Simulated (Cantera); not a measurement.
Input: 1 mol Al, 2.6 mol Cl₂, equilibrated at 1100 Pa.

Equilibrium computed with Cantera from the NASA thermochemical tables; the gas is ideal and each condensed phase is pure. Candidate condensed phases: Al, AlCl₃; 8 gas species. The numbers say what is thermodynamically allowed, not how fast it happens.

x: gas mole fraction; nothing condenses.

| T (K) | x Cl₂ | x AlCl₃ | x Al₂Cl₆ | x Cl |
|---|---|---|---|---|
| 598 | 0.647 | 0.119 | 0.234 | [?] |
| 648 | 0.603 | 0.246 | 0.151 | [?] |
| 698 | 0.560 | 0.371 | 0.0693 | [?] |
| 748 | 0.537 | 0.439 | 0.0245 | [?] |
| 798 | 0.528 | 0.464 | 0.00826 | [?] |
| 848 | 0.525 | 0.472 | 0.00299 | [?] |
| 898 | 0.524 | 0.474 | 0.00120 | [?] |
| 948 | 0.523 | 0.475 | 0.000529 | [?] |
| 998 | 0.522 | 0.475 | 0.000254 | [?] |

Task: Complete the blanks.

Result: 
- 598, x Cl: 1.38e-7
- 648, x Cl: 8.97e-7
- 698, x Cl: 4.44e-6
- 748, x Cl: 1.80e-5
- 798, x Cl: 6.18e-5
- 848, x Cl: 0.000185
- 898, x Cl: 0.000492
- 948, x Cl: 0.00118
- 998, x Cl: 0.00260
